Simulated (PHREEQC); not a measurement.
Synthetic water in mg/kgw, 25 °C, pH 3.94, pe 8.2:

| constituent | mg/kgw |
|---|---|
| Na | 208 |
| K | 154 |
| Ca | 37.4 |
| Mg | 12.8 |
| Cl | 94.4 |
| S(6) as SO4 | 631 |
| Fe(3) | 1.7 |
| Cu(2) | 0.855 |

Na is adjusted to close the charge balance.
Valence states are taken as typed.

Equilibrium calculation in PHREEQC: ion-association model, phreeqc.dat.

| quantity | before | after |
|---|---|---|
| ionic strength (mol/kgw) | 0.0216 | 0.0219 |
| SO4-2 (mol/kgw) | 0.00588 | 0.00552 |
| Mg+2 (mol/kgw) | 0.000361 | 0.000369 |
| CaSO4 (mol/kgw) | 0.000239 | 0.000679 |
| MgSO4 (mol/kgw) | 0.000166 | 0.000158 |
| SI of Gypsum (CaSO4:2H2O) | -1.29 | -0.84 |
| SI of Jarosite-K (KFe3(SO4)2(OH)6) | +4.31 | +4.26 |

**Question.** Which change was made?
A. all concentrations times 4 at the same typed pH
B. temperature from 25 to 45 °C at the same typed pH
C. Ca from 37.4 to 112 mg/kgw

**Answer.** C, Ca from 37.4 to 112 mg/kgw

No solid was allowed to form. Some of these states are supersaturated (in Jarosite-K, Hematite (slow to form), for instance).
